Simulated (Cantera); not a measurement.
Pyrogenic steam for wet oxidation

An isothermal, constant-pressure homogeneous reactor starts with H2 : O2 : N2 = 1.2 : 1 : 15 (molar parts), at 1400 K and 750 Torr.

Detailed kinetics in Cantera: GRI-Mech 3.0 (53 species, 325 reactions). The temperature is held fixed by assumption; the heat of reaction is taken as removed at once.

```tsv
t (s)	x H2	x O2	x H2O	x H2O2	x NO	x O
0.000400	0.00109	0.0242	0.0702	8.12e-7	1.54e-5	0.000677
0.000970	0.000180	0.0240	0.0719	2.86e-7	1.55e-5	0.000105
0.00235	2.99e-5	0.0241	0.0722	8.45e-8	1.55e-5	1.80e-5
0.00570	6.47e-6	0.0241	0.0722	2.64e-8	1.55e-5	4.23e-6
0.0138	1.86e-6	0.0241	0.0723	9.29e-9	1.55e-5	1.29e-6
0.0335	6.70e-7	0.0241	0.0723	3.73e-9	1.55e-5	4.80e-7
0.0812	3.14e-7	0.0241	0.0723	1.84e-9	1.55e-5	2.24e-7
0.197	2.22e-7	0.0241	0.0723	1.32e-9	1.55e-5	1.56e-7
0.478	2.12e-7	0.0241	0.0723	1.26e-9	1.55e-5	1.48e-7
1.16	2.12e-7	0.0241	0.0723	1.25e-9	1.55e-5	1.48e-7
2.81	2.12e-7	0.0241	0.0723	1.25e-9	1.55e-5	1.48e-7
6.81	2.12e-7	0.0241	0.0723	1.25e-9	1.55e-5	1.48e-7
16.5	2.12e-7	0.0241	0.0723	1.25e-9	1.55e-5	1.48e-7
40.0	2.12e-7	0.0241	0.0723	1.25e-9	1.55e-5	1.48e-7
```
x: mole fraction; the columns are a selection and need not sum to one.

Equilibrium at this temperature and pressure: H2 2.12e-7, O2 0.0240, H2O 0.0723, H2O2 1.25e-9, NO 0.000263, O 1.47e-7 (gas phase only).
